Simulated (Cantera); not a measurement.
A perfectly stirred reactor is fed with H2 : O2 : N2 = 1.5 : 1 : 0.84 (molar parts), equivalence ratio 0.75, at 100.0 Torr; it is held at 1123 K, and followed from long to short residence time.

Detailed kinetics in Cantera: the H2/O2 subset of GRI-Mech 3.0, which has no nitrogen chemistry. The temperature is held fixed by assumption; the heat of reaction is taken as removed at once.

| quantity | before | after |
|---|---|---|
| x(H2) at τ = 0.570 s | 0.00133 | 0.00106 |
| x(O2) at τ = 0.570 s | 0.0969 | 0.0968 |
| x(H2O) at τ = 0.570 s | 0.577 | 0.577 |
| x(H2O2) at τ = 0.570 s | 2.57e-6 | 2.07e-6 |
| x(HO2) at τ = 0.570 s | 1.90e-5 | 1.51e-5 |
| x(H2) at τ = 39.0 ms | 0.00704 | 0.00587 |
| x(O2) at τ = 39.0 ms | 0.0992 | 0.0985 |
| x(H2O) at τ = 39.0 ms | 0.568 | 0.569 |
| x(H2O2) at τ = 39.0 ms | 4.68e-6 | 4.31e-6 |
| x(HO2) at τ = 39.0 ms | 3.59e-5 | 3.11e-5 |

### Question
Name the change that produced these shifts.
A) H2 1.5 to 0.53 parts
B) temperature 1123 to 1175 K
C) H2 1.5 to 0.16 parts
D) H2 1.5 to 0.62 parts

### Answer
B, temperature 1123 to 1175 K
